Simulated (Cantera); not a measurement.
## Low-pressure radical oxidation in H2/O2

An isothermal, constant-pressure homogeneous reactor starts with H2 : O2 : H2O = 0.061 : 1 : 0.0013 (molar parts), equivalence ratio 0.030, at 1250 K and 10.00 Torr.

Cantera simulation using GRI-Mech 3.0 (53 species, 325 reactions); the numbers are that mechanism's predictions, not measurements. Radical loss at walls, strong at low pressure, is not modelled. The temperature is held fixed by assumption; the heat of reaction is taken as removed at once.

```tsv
t (s)	x H2	x O2	x O	x OH	x H	x H2O2
5.00e-6	0.0574	0.941	4.11e-11	4.06e-11	5.75e-10	<1e-12
1.66e-5	0.0574	0.941	4.05e-10	3.87e-10	1.68e-9	<1e-12
5.52e-5	0.0574	0.941	3.45e-9	3.00e-9	4.51e-9	1.33e-12
0.000183	0.0574	0.941	3.22e-8	2.39e-8	1.96e-8	1.46e-11
0.000610	0.0574	0.941	1.84e-6	1.28e-6	9.24e-7	1.61e-10
0.00203	0.00979	0.906	0.0257	0.00769	0.0117	2.43e-7
0.00673	0.00102	0.900	0.0346	0.00434	0.00804	9.29e-8
0.0224	0.000735	0.912	0.0240	0.00370	0.00469	9.45e-8
0.0743	0.000288	0.929	0.00900	0.00233	0.00109	8.47e-8
0.247	4.89e-5	0.938	0.00151	0.000967	7.48e-5	4.88e-8
0.820	5.89e-6	0.939	0.000181	0.000337	3.14e-6	1.74e-8
2.73	8.33e-7	0.940	2.58e-5	0.000127	1.68e-7	4.99e-9
9.06	1.56e-7	0.940	4.85e-6	5.52e-5	1.37e-8	1.38e-9
30.1	3.91e-8	0.940	1.22e-6	2.77e-5	1.73e-9	4.40e-10
100	1.95e-8	0.940	6.09e-7	1.96e-5	6.12e-10	2.56e-10
```
x: mole fraction; the columns are a selection and need not sum to one.

Equilibrium at this temperature and pressure: H2 1.87e-8, O2 0.940, O 5.85e-7, OH 1.92e-5, H 5.77e-10, H2O2 2.49e-10 (gas phase only).
